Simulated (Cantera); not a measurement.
Cantera with NASA thermochemical tables; ideal gases at 1 bar, condensed phases pure. Values are per mole of reaction as written; species without (g) are pure solids or liquids, kept so even where they would boil at 1 bar.

Question: Between 300 and 700 K, where is each reaction favourable under standard conditions?
- 12 OH(g) + 3 FeS2 ⇌ 3 Fe + 6 H2S(g) + 4 O3(g)

Answer: 
- 12 OH(g) + 3 FeS2 ⇌ 3 Fe + 6 H2S(g) + 4 O3(g): ΔG° is 514 kJ at 300 K and 567 kJ at 700 K; it stays positive (K < 1). ΔH° is 459 kJ and ΔS° -154 J/K at 700 K.
